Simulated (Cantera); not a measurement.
A closed system holds: 1 mol Si, 0.55 mol Cl2, 4.2 mol H2, equilibrated at 500 K and 1.00 bar.

Equilibrium computed with Cantera from the NASA thermochemical tables; the gas is ideal and each condensed phase is pure. Candidate condensed phases: Si; 19 gas species. Rates play no part.

Base state: H2 0.929, SiCl4 0.0365, SiHCl3 0.0333, SiH2Cl2 0.00104 (mole fractions); condensed: Si(s).

Problem. What changes in the equilibrium state with this change: pressure from 1.00 bar to 0.100 bar?

Solution. 
```
species      before     after
----------  -------  --------
H2            0.929     0.933
SiCl4        0.0365    0.0451
SiHCl3       0.0333    0.0220
SiH2Cl2     0.00104  0.000367
Si(s), mol    0.686     0.700
```
